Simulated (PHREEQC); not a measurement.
Consider water at 25 °C with 0.0015 mol MnSO4, 0.014 mol HCl and 0.0023 mol Na2SO4 per kg of water. Closed to the air; pH follows from the charge balance.

All values are PHREEQC results (ion-association model, phreeqc.dat), not measurements.

```tsv
quantity	before	after
pH	1.96	6.80
ionic strength (mol/kgw)	0.0232	0.0115
SO4-2 (mol/kgw)	0.00212	0.00344
HSO4- (mol/kgw)	0.00149	3.85e-8
Mn+2 (mol/kgw)	0.00130	0.00119
MnSO4 (mol/kgw)	0.000159	0.000311
SI of Pyrochroite (Mn(OH)2)	-14.41	-4.71
```

Q: Name the change that produced these shifts.
A) diluted 2-fold with water
B) HCl from 0.014 to 0.028 mol/kgw
C) HCl left out
D) Na2SO4 from 0.0023 to 0.00207 mol/kgw
E) diluted 100-fold with water

A: C, HCl left out

Precipitation was switched off in this run.
